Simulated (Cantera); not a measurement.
A closed system holds: 1 mol HF, 0.068 mol O2, 4 mol H2, equilibrated at 2375 K and 23000 Pa.

Cantera equilibrium calculation (NASA polynomials, part measured and part estimated; ideal gas, pure solids and liquids). Candidate condensed phases: H2O; 22 gas species. Rates play no part.

Base state: H2 0.750, HF 0.197, H2O 0.0267, H 0.0255, OH 0.000161 (mole fractions); condensed: gas only.

**Question.** What changes in the equilibrium state with this change: temperature from 2375 K to 2723.15 K?

**Answer.** 
| species | before | after |
|---|---|---|
| H2 | 0.750 | 0.679 |
| HF | 0.197 | 0.189 |
| H | 0.0255 | 0.106 |
| H2O | 0.0267 | 0.0246 |
| O | 3.68e-6 | 0.000101 |
| F | 9.94e-6 | 0.000106 |
| OH | 0.000161 | 0.00101 |
